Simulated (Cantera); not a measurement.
Thermodynamics of silicon etching in halogen gases, feed Si + Br₂

Input: 1 mol Si, a varied amount of Br₂, held at 850 K and 10000 Pa.

Equilibrium computed with Cantera from the NASA thermochemical tables; the gas is ideal and each condensed phase is pure. Candidate condensed phases: Br₂, Si; 9 gas species. The tables' values for SiBr₃ are old estimates; treat these amounts as uncertain. Kinetics and transport are ignored.

| n(Br₂) (mol) | x SiBr₄ | x Br₂ | x Br | x SiBr₃ | x SiBr₂ | n Si(s) |
|---|---|---|---|---|---|---|
| 1.1 | 0.999 | 1.52e-11 | 8.87e-9 | 0.000487 | 0.000227 | 0.450 |
| 1.3 | 0.999 | 1.52e-11 | 8.87e-9 | 0.000487 | 0.000227 | 0.350 |
| 1.5 | 0.999 | 1.52e-11 | 8.87e-9 | 0.000487 | 0.000227 | 0.250 |
| 1.8 | 0.999 | 1.52e-11 | 8.87e-9 | 0.000487 | 0.000227 | 0.0998 |
| 2.1 | 0.909 | 0.0905 | 0.000684 | 5.74e-9 | <1e-12 | 0 |
| 2.5 | 0.666 | 0.332 | 0.00131 | 2.19e-9 | <1e-12 | 0 |
| 3 | 0.500 | 0.499 | 0.00161 | 1.34e-9 | <1e-12 | 0 |
| 3.6 | 0.384 | 0.614 | 0.00178 | 9.32e-10 | <1e-12 | 0 |
| 4.2 | 0.312 | 0.686 | 0.00188 | 7.16e-10 | <1e-12 | 0 |
| 5 | 0.250 | 0.748 | 0.00197 | 5.48e-10 | <1e-12 | 0 |
| 6 | 0.200 | 0.798 | 0.00203 | 4.25e-10 | <1e-12 | 0 |
| 7.1 | 0.164 | 0.834 | 0.00208 | 3.41e-10 | <1e-12 | 0 |
| 8.4 | 0.135 | 0.863 | 0.00211 | 2.76e-10 | <1e-12 | 0 |
x: gas mole fraction; n: condensed amount in mol.

From 1.1 mol Br₂ to 1.8 mol Br₂ the condensed part is Si(s). From 2.1 mol Br₂ to 8.4 mol Br₂ nothing is condensed. The main Si-bearing gas is SiBr₄ throughout.
